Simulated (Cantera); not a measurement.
Premixed flame

A freely propagating, adiabatic, planar premixed flame of CH4 : C2H6 : O2 : N2 : CO2 = 1 : 0.054 : 2.55 : 9.57 : 2.4 (molar parts), unburnt at 475 K and 1000000 Pa; mixture-averaged transport, grid criteria slope 0.08 and curve 0.16, no radiation.

Computed with Cantera and GRI-Mech 3.0 (53 species, 325 reactions). Burning velocities carry a grid error of a few per cent, more on coarse grids.

```csv
z (mm),T (K),u (m/s),x CH4,x C2H6,x O2,x C2H2,x CH2,x H2O2
-0.650,477,0.0841,0.0640,0.00347,0.164,3.31e-8,<1e-8,2.10e-7
-0.433,490,0.0865,0.0630,0.00345,0.162,3.96e-7,<1e-8,1.88e-6
-0.325,527,0.0933,0.0607,0.00340,0.159,1.73e-6,<1e-8,6.68e-6
-0.217,661,0.117,0.0529,0.00314,0.146,8.03e-6,<1e-8,2.38e-5
-0.108,1062,0.190,0.0315,0.00192,0.106,3.45e-5,<1e-8,5.83e-5
-0.0541,1391,0.249,0.0145,0.000742,0.0717,6.32e-5,4.74e-8,1.53e-5
0,1704,0.305,0.00132,1.94e-5,0.0387,5.75e-5,2.29e-6,1.76e-6
0.0541,1820,0.323,5.22e-6,<1e-8,0.0279,6.62e-7,5.42e-8,6.98e-7
0.108,1856,0.329,2.48e-8,<1e-8,0.0254,<1e-8,<1e-8,4.22e-7
0.217,1878,0.332,<1e-8,<1e-8,0.0241,<1e-8,<1e-8,2.07e-7
0.433,1886,0.334,<1e-8,<1e-8,0.0236,<1e-8,<1e-8,1.07e-7
0.866,1888,0.334,<1e-8,<1e-8,0.0236,<1e-8,<1e-8,8.61e-8
1.73,1888,0.334,<1e-8,<1e-8,0.0236,<1e-8,<1e-8,8.45e-8
```
x: mole fraction of selected species; z is measured from the peak of heat release.

```
Item                         Result
------------------------  ---------
laminar burning velocity  8.38 cm/s
thermal thickness          0.217 mm
peak x(C2H2)                8.18e-5
peak x(CH2)                 2.32e-6
peak x(H2O2)                5.84e-5
grid points                     136
```
